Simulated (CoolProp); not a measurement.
A simple Rankine cycle with R114: condensing at 325.15 K, boiler at 1.75 MPa, turbine inlet 424 K, turbine efficiency 0.75, pump efficiency 0.6, no recuperator. Each further row changes one setting.

Values from CoolProp's reference Helmholtz-energy equation of state, Platzer 1990. This equation is an older, rougher fit; its heat capacities, sound speeds and derivatives of the liquid may be far off and weren't checked against measurements.

```tsv
case	thermal efficiency (%)	net work (kJ/kg)	heat in (kJ/kg)	turbine exit temperature (K)	volume ratio over the turbine
as stated	8.4	15.3	183	389.8	4.00
turbine inlet 444 K	8.3	16.6	201	410.6	3.90
condensing temperature 317.15 K	9.5	18.1	191	385.2	…
boiler pressure 1.22 MPa	6.4	12.0	188	401.0	…
turbine efficiency 0.65	7.1	13.1	183	…	4.04
```

**Question.** Complete the blanks.

**Answer.** 
- condensing temperature 317.15 K, volume ratio over the turbine: 4.98
- boiler pressure 1.22 MPa, volume ratio over the turbine: 2.66
- turbine efficiency 0.65, turbine exit temperature (K): 392.6
